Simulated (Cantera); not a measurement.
Charge: 1 mol Fe(CO)₅, 94 mol H₂, held at 1.00 bar.

Method: chemical equilibrium by Gibbs-energy minimisation in Cantera with the NASA 1993 tables (ideal gas, pure condensed phases). Candidate condensed phases: C, C₆H₆, C₇H₈, C₈H₁₈, Fe, Fe(CO)₅, FeO, Fe(OH)₂, Fe(OH)₃, Fe₂O₃, Fe₃O₄, H₂O; 114 gas species. Kinetics and transport are ignored. All values below are at 875 °C.

Base state: H₂ 0.942, CO 0.0443, CH₄ 0.00664, H₂O 0.00639, CO₂ 0.000254 (mole fractions); condensed: Fe(α).

Question: What changes in the equilibrium state with this change: H₂ from 94 to 1.4 mol?

Answer: 
```
species             before    after
----------------  --------  -------
CO                  0.0443    0.752
H₂                   0.942    0.216
CO₂               0.000254   0.0230
CH₄                0.00664  0.00111
H₂O                0.00639  0.00780
Fe(α), mol            1.00     1.00
C(graphite), mol         0    0.184
```
Condensed phases not in the tables: cementite and carbon dissolved in iron.

Question: What changes in the equilibrium state with this change: 0.44 mol H₂O added?

Answer: 
```
species       before     after
----------  --------  --------
H₂             0.942     0.940
CO            0.0443    0.0456
H₂O          0.00639   0.00894
CH₄          0.00664   0.00484
CO₂         0.000254  0.000367
Fe(α), mol      1.00      1.00
```
